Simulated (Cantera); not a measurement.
Input (Python, Cantera) and output of one run.

```python
import numpy as np
import cantera as ct

gas_names = """
    CL CL2 H HCL H2 N NH NH2 NH3 N2 N2H2 N2H4 Si SiCL SiCL2 SiCL3 SiCL4 SiH SiHCL3 SiH2 SiH2CL2 SiH3
    SiH3CL SiH4 SiN Si2 Si2N Si3
""".split()
cond_names = """
    NH4CL(a) NH4CL(b) Si(cr) Si(L) Si3N4(a)
""".split()


def load(file, names, dense=False):
    # The tables refer to 1 bar. Condensed volumes are neglected.
    table = {s.name: s for s in ct.Species.list_from_file(file)}
    out = []
    for n in names:
        d = dict(table[n].input_data)
        d["thermo"] = dict(d["thermo"], **{"reference-pressure": 1e5})
        if dense:
            d["equation-of-state"] = {"model": "constant-volume", "density": "1e6 g/cm^3"}
        out.append(ct.Species.from_dict(d))
    return out


gas = ct.Solution(thermo="ideal-gas", species=load("nasa_gas.yaml", gas_names))
cond = {s.name: ct.Solution(thermo="fixed-stoichiometry", species=[s], name=s.name)
        for s in load("nasa_condensed.yaml", cond_names, dense=True)}
atoms = {
    'SiHCl3': {'Si': 1, 'H': 1, 'CL': 3},
    'Cl2': {'CL': 2},
    'N2': {'N': 2},
}
top_T = {'Si3N4(a)': 2400}  # K; cautious upper limits of use, not melting points


def equilibrate(T, P, feed):
    n = {}
    for name, mol in feed.items():
        for a, k in atoms[name].items():
            n[a] = n.get(a, 0.0) + k * mol
    gas.TPX = T, P, n
    mass = sum(n.values()) * gas.mean_molecular_weight
    gas.equilibrate("TP")
    valid = [c for c in cond.values() if c.min_temp <= T <= top_T.get(c.name, c.max_temp)]
    mix = ct.Mixture([(gas, mass / gas.mean_molecular_weight)] + [(c, 0.0) for c in valid])
    mix.T, mix.P = T, P
    mix.equilibrate("TP", solver="vcs", rtol=1e-11, max_steps=5000)
    return mix


results = []
feed = {'SiHCl3': 1, 'Cl2': 0.078, 'N2': 280}  # mol
T = 1073  # K
P = 10000  # Pa
mix = equilibrate(T, P, feed)
results.append((T, P, feed, dict(zip(mix.species_names, mix.species_moles))))
print(gas.report(threshold=0.0001))
for i in range(1, mix.n_phases):
    print(f"{mix.phase(i).name:16s} {mix.phase_moles(i):12.5e} mol")
```

Output:

```
       temperature   1073 K
          pressure   10000 Pa
           density   0.031742 kg/m^3
  mean mol. weight   28.318 kg/kmol
   phase of matter   gas

                          1 kg             1 kmol
                     ---------------   ---------------
          enthalpy        7.8962e+05        2.2361e+07  J
   internal energy        4.7458e+05        1.3439e+07  J
           entropy            8841.5        2.5038e+05  J/K
    Gibbs function       -8.6973e+06       -2.4629e+08  J
 heat capacity c_p            1172.1             33192  J/K
 heat capacity c_v            878.49             24877  J/K

                      mass frac. Y      mole frac. X     chem. pot. / RT
                     ---------------   ---------------   ---------------
               HCL         0.0043587         0.0033856           -42.797
                N2           0.98388           0.99457           -27.355
             SiCL4           0.01171          0.001952           -129.26
     [  +25 minor]        5.1746e-05        9.4625e-05

Si(cr)            0.00000e+00 mol
Si3N4(a)          1.49433e-01 mol
```

These are equilibrium values from Cantera (NASA tables, ideal gas, pure condensed phases), not measurements of a reactor. N2 is the only nitrogen source here; it is nearly inert below about 1500 K, so the nitride shown seldom forms there in practice.
